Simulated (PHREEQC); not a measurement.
Make-up at 25 °C and 500 atm: 0.12 mol/kgw FeSO4, 0.099 mol/kgw CuCl2 and 4.9e-05 mol/kgw HCl. Closed to the air; pH follows from the charge balance.

Model: ion-association model, phreeqc.dat, run in PHREEQC.

This is a speciation only: nothing precipitates in the calculation.

Predict the pH, ionic strength.

pH 4.43; ionic strength 0.527 mol/kgw.

In which forms is S present?

SO4-2 53 %, FeSO4 25 %, CuSO4 22 % of the S.

Species that the database lacks are ignored. Under pressure, the constants of complexes without a molar volume in the database are unreliable.
